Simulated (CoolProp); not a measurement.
Saturated liquid density (kg/m³) of R1336mzz(Z): the reference equation beside estimates from Tc = 171.3 °C, pc = 2904 kPa, ω = 0.386. Rackett uses Z = 0.29056 − 0.08775 ω.

Computed with CoolProp (reference Helmholtz-energy equation of state, McLinden 2020).

```tsv
T (°C)	reference	Rackett	Soave-Redlich-Kwong
47.35	1305	1291	1111
49.65	1298	1284	1105
52.05	1291	1278	1098
54.35	1285	1271	1092
56.65	1278	1264	1086
58.95	1271	1258	1080
61.35	1264	1251	1073
63.65	1258	1244	1067
65.95	1251	1237	1060
68.35	1243	1230	1053
70.65	1236	1222	1046
72.95	1229	1215	1039
75.25	1222	1208	1032
77.65	1215	1201	1025
79.95	1207	1193	1017
```

Absolute difference from the reference over all 15 rows, mean and median: Rackett 1.1 and 1.1 %, Soave-Redlich-Kwong 15.2 and 15.2 %.
